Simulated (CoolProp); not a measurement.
Vapour pressure (kPa) of R123: the reference equation beside estimates from Tc = 183.7 °C, pc = 3662 kPa, ω = 0.282. Clausius-Clapeyron is anchored at 120.15 °C with a constant enthalpy of vaporisation of 18.42 kJ/mol.

Model: reference Helmholtz-energy equation of state, Younglove 1994, in CoolProp. It is a modified Benedict-Webb-Rubin equation, recast in Helmholtz form.

```tsv
T (°C)	reference	Lee-Kesler	Clausius-Clapeyron	van der Waals	Soave-Redlich-Kwong	Peng-Robinson
76.55	448.0	___	595.9	1141	450.7	445.7
87.45	587.4	590.1	721.7	1319	592.2	___
98.35	757.0	760.2	864.2	1514	764.9	754.8
109.25	960.7	964.2	1024	1725	972.5	___
120.15	1203	1206	1203	1955	1219	1203
131.05	1487	1490	1400	2202	1509	1491
142.05	1823	1825	1618	2470	1850	1830
152.95	2209	___	1855	2755	2240	___
163.85	2655	2659	2112	3059	2687	2671
```

Problem. Fill in the missing entries.

Solution. 
- 76.55, Lee-Kesler: 450.0
- 87.45, Peng-Robinson: 584.9
- 109.25, Peng-Robinson: 959.4
- 152.95, Lee-Kesler: 2212
- 152.95, Peng-Robinson: 2221

Absolute difference from the reference over all 9 rows, mean and median: Lee-Kesler 0.3 and 0.2 %, Clausius-Clapeyron 14.5 and 14.2 %, van der Waals 71.6 and 62.5 %, Soave-Redlich-Kwong 1.2 and 1.2 %, Peng-Robinson 0.4 and 0.4 %.
